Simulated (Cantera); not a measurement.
Input: 1 mol Si3N4, 0.67 mol NF3, 75 mol N2, at 900 K and 0.405 Torr.

Method: chemical equilibrium by Gibbs-energy minimisation in Cantera with the NASA 1993 tables (ideal gas, pure condensed phases). Candidate condensed phases: Si, Si3N4; 16 gas species. Kinetics and transport are ignored.

Base state: N2 0.993, SiF4 0.00660 (mole fractions); condensed: Si3N4(s).

Problem. What changes in the equilibrium state with this change: temperature from 900 K to 1548 K?

Solution. 
```tsv
species	before	after
N2	0.993	0.990
SiF2	<1e-9	0.00602
SiF3	4.43e-7	0.00338
SiF4	0.00660	0.000998
SiF	<1e-9	3.59e-5
Si	<1e-9	2.15e-5
Si3N4(s), mol	0.832	0.733
```
The tables' values for SiF2, SiF3, SiF are old estimates; treat these amounts as uncertain.
